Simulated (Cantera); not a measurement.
An isothermal plug-flow reactor at 850 K and 1.00 atm (inlet), inlet velocity 0.25 m/s, active area per volume 1600 1/m; feed 0.357 % H2, 14.1 % O2, 85.6 % N2, equivalence ratio 0.013.

Cantera simulation using Deutschmann's 1995 Pt surface mechanism with GRI-Mech 3.0 gas chemistry; the numbers are that mechanism's predictions, not measurements. Catalytic surfaces can have several steady states; this one follows from the mechanism file's or the stated starting coverage. Mass transfer to the wall is taken as infinitely fast.

x: gas mole fraction; θ: surface coverage.

```csv
z (m),x H2,x O2,x H2O,θ free Pt,θ O*,θ OH*
3.9e-05,0.00188,0.140,___,0.0682,0.931,0.00106
6.9e-05,0.00120,0.140,___,0.0638,0.935,0.00110
0.00012,0.000592,0.140,___,0.0600,0.939,0.00113
0.00022,0.000158,0.139,0.00342,0.0576,0.941,0.00115
0.00039,1.78e-5,0.139,0.00356,0.0568,0.942,0.00116
0.00069,3.83e-7,0.139,0.00358,0.0567,0.942,0.00116
0.0012,5.64e-10,0.139,0.00358,0.0567,0.942,0.00116
0.0022,<1e-12,0.139,0.00358,0.0567,0.942,0.00116
0.0039,<1e-12,0.139,0.00358,0.0567,0.942,0.00116
```

Problem. Some entries are withheld; supply them.

Solution. 
- 3.9e-05, x H2O: 0.00170
- 6.9e-05, x H2O: 0.00238
- 0.00012, x H2O: 0.00299
